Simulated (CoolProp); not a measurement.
Diethyl ether at several states: density (kg/m³) from the reference equation and from simpler models built on Tc = 467.9 K, pc = 3717 kPa, ω = 0.282; each cubic takes its own stable root.

Values from CoolProp's reference Helmholtz-energy equation of state, Thol 2014.

```json
[
 {"T (K)": "506.6", "p (kPa)": "388", "phase": "gas", "reference": "7.018"},
 {"T (K)": "387.7", "p (kPa)": "18100", "phase": "liquid", "reference": "635.4"},
 {"T (K)": "334.2", "p (kPa)": "2230", "phase": "liquid", "reference": "667.9"},
 {"T (K)": "343.4", "p (kPa)": "1970", "phase": "liquid", "reference": "655.5"},
 {"T (K)": "291.4", "p (kPa)": "12.7", "phase": "gas", "reference": "0.3912"}
]
```

**Question.** How far does each simpler model (Redlich-Kwong, Soave-Redlich-Kwong, Peng-Robinson) lie from the reference over these 5 states: mean and median of the absolute difference, and the worst?

**Answer.** 
- Redlich-Kwong: mean 6.9 %, median 8.8 %, worst -12.9 % at 343.4 K and 1970 kPa
- Soave-Redlich-Kwong: mean 4.9 %, median 6.8 %, worst -8.9 % at 343.4 K and 1970 kPa
- Peng-Robinson: mean 2.3 %, median 3.1 %, worst +4.6 % at 387.7 K and 18100 kPa
